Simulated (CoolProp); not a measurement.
A simple Rankine cycle with propane: condensing at 313.15 K, boiler at 3.07 MPa, turbine inlet 392.1 K, turbine efficiency 0.9, pump efficiency 0.6, no recuperator. Each further row changes one setting.

Values from CoolProp's reference Helmholtz-energy equation of state, Lemmon 2009.

```tsv
case	thermal efficiency (%)	net work (kJ/kg)	heat in (kJ/kg)	turbine exit temperature (K)	volume ratio over the turbine
as stated	8.1	35.5	436	356.3	2.31
turbine inlet 412.1 K	8.2	39.8	487	377.9	2.27
condensing temperature 305.15 K	9.7	44.6	458	348.8	?
boiler pressure 2.15 MPa	4.9	22.5	461	373.6	1.57
turbine efficiency 0.8	?	?	436	?	2.33
```

Problem. What belongs in the gaps?

Solution. 
- condensing temperature 305.15 K, volume ratio over the turbine: 2.79
- turbine efficiency 0.8, thermal efficiency (%): 7.1
- turbine efficiency 0.8, net work (kJ/kg): 30.9
- turbine efficiency 0.8, turbine exit temperature (K): 358.4
